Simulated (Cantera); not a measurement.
What does this Cantera script print?

```python
import numpy as np
import cantera as ct

gas_names = """
    H HNO HNO2 HNO3 HO2 H2 H2O H2O2 N NH NH2 NH3 NH2OH NO NO2 NO3 N2 N2H2 N2H4 N2O O OH O2 O3 Ti TiO
    TiO2
""".split()
cond_names = """
    H2O(s) H2O(L) Ti(a) Ti(b) Ti(L) TiN(s) TiN(L) TiO(a) TiO(b) TiO(L) TiO2(ru) TiO2(L) Ti2O3(a)
    Ti2O3(b) Ti2O3(L) Ti3O5(a) Ti3O5(b) Ti3O5(L) Ti4O7(s) Ti4O7(L)
""".split()


def load(file, names, dense=False):
    # The tables refer to 1 bar. Condensed volumes are neglected.
    table = {s.name: s for s in ct.Species.list_from_file(file)}
    out = []
    for n in names:
        d = dict(table[n].input_data)
        d["thermo"] = dict(d["thermo"], **{"reference-pressure": 1e5})
        if dense:
            d["equation-of-state"] = {"model": "constant-volume", "density": "1e6 g/cm^3"}
        out.append(ct.Species.from_dict(d))
    return out


gas = ct.Solution(thermo="ideal-gas", species=load("nasa_gas.yaml", gas_names))
cond = {s.name: ct.Solution(thermo="fixed-stoichiometry", species=[s], name=s.name)
        for s in load("nasa_condensed.yaml", cond_names, dense=True)}
atoms = {
    'Ti': {'Ti': 1},
    'H2O': {'H': 2, 'O': 1},
    'N2': {'N': 2},
}
top_T = {}  # K; cautious upper limits of use, not melting points


def equilibrate(T, P, feed):
    n = {}
    for name, mol in feed.items():
        for a, k in atoms[name].items():
            n[a] = n.get(a, 0.0) + k * mol
    gas.TPX = T, P, n
    mass = sum(n.values()) * gas.mean_molecular_weight
    gas.equilibrate("TP")
    valid = [c for c in cond.values() if c.min_temp <= T <= top_T.get(c.name, c.max_temp)]
    mix = ct.Mixture([(gas, mass / gas.mean_molecular_weight)] + [(c, 0.0) for c in valid])
    mix.T, mix.P = T, P
    mix.equilibrate("TP", solver="vcs", rtol=1e-11, max_steps=5000)
    return mix


results = []
feed = {'Ti': 1, 'H2O': 3.2, 'N2': 130}  # mol
P = 24000  # Pa
for T in [1800, 1825, 1850, 1875, 1900, 1925, 1950, 1975, 2000, 2025, 2050, 2075, 2100]:
    mix = equilibrate(T, P, feed)
    results.append((T, P, feed, dict(zip(mix.species_names, mix.species_moles))))

top = {s: max(r[3][s] / sum(r[3][g] for g in gas_names) for r in results) for s in gas_names}
cols = sorted((s for s in top if top[s] > 0.001), key=lambda s: -top[s])[:9]
seen = [c for c in cond_names if any(r[3].get(c, 0) > 1e-12 for r in results)]
print("log10 of partial pressures in bar; condensed amounts in mol")
print(f"{'T/K':>10s}" + "".join(f"{s[:9]:>10s}" for s in cols + seen))
for T, P, feed, n in results:
    ng = sum(n[g] for g in gas_names)
    print(f"{T:10.4g}" + "".join(f"{np.log10(max(n[s] / ng * P / 1e5, 1e-99)):10.3f}" for s in cols)
          + "".join(f"{n.get(c, 0):10.4g}" for c in seen))
```

Output:

```
log10 of partial pressures in bar; condensed amounts in mol
       T/K        N2        H2       H2O  TiO2(ru)  Ti4O7(L)
      1800    -0.630    -2.445    -2.665         1         0
      1825    -0.630    -2.445    -2.665         1         0
      1850    -0.630    -2.445    -2.665         1         0
      1875    -0.630    -2.446    -2.666         1         0
      1900    -0.630    -2.446    -2.666         1         0
      1925    -0.630    -2.447    -2.666         1         0
      1950    -0.630    -2.447    -2.666         1         0
      1975    -0.630    -2.448    -2.666    0.9999         0
      2000    -0.630    -2.449    -2.667    0.9999         0
      2025    -0.630    -2.450    -2.667    0.9998         0
      2050    -0.630    -2.467    -2.643    0.7142   0.07137
      2075    -0.631    -2.510    -2.586         0    0.2499
      2100    -0.631    -2.511    -2.587         0    0.2498
```

Cantera equilibrium calculation (NASA polynomials, part measured and part estimated; ideal gas, pure solids and liquids). Mutual solubility and eutectic melting of coexisting phases are not modelled. Condensed phases not in the tables: Magnéli phases beyond Ti4O7.
